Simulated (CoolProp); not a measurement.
A Linde-Hampson liquefier for methane: isothermal reversible compression at 290 K from 1 atm to 25 MPa, throttling to 1 atm, return gas leaving the recuperator 10 K below the feed. Each further row changes one setting.

The numbers come from the reference Helmholtz-energy equation of state, Setzmann 1991 in CoolProp.

| case | liquid yield per pass | compression work (kJ/kg of gas) |
|---|---|---|
| as stated | 0.222 | 774 |
| high pressure 50 MPa | [?] | [?] |
| warm-end temperature 320 K | 0.165 | [?] |
| warm-end gap 15 K | [?] | 774 |

Complete the blanks.


- high pressure 50 MPa, liquid yield per pass: 0.249
- high pressure 50 MPa, compression work (kJ/kg of gas): 877
- warm-end temperature 320 K, compression work (kJ/kg of gas): 875
- warm-end gap 15 K, liquid yield per pass: 0.212
